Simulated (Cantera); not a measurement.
A closed system holds: 1 mol Ta2O5, 5.1 mol C, 0.74 mol H2, held at 10.0 Torr.

Equilibrium computed with Cantera from the NASA thermochemical tables; the gas is ideal and each condensed phase is pure. Candidate condensed phases: C, C6H6, C7H8, C8H18, H2O, Ta, TaC, Ta2O5; 113 gas species. Mutual solubility and eutectic melting of coexisting phases are not modelled. TaC: taken at fixed stoichiometry. Condensed phases not in the tables: Ta2C. Equilibrium is a limit: real reactors are often held back by kinetics, nucleation or transport.

Task: At 1950 K, list the 5 most abundant gas species with their mole fractions, and the condensed phases.

Result: CO 0.829, H2 0.166, H 0.00405, CO2 0.000464, H2O 0.000409. Condensed: TaC(s) + Ta2O5(s).
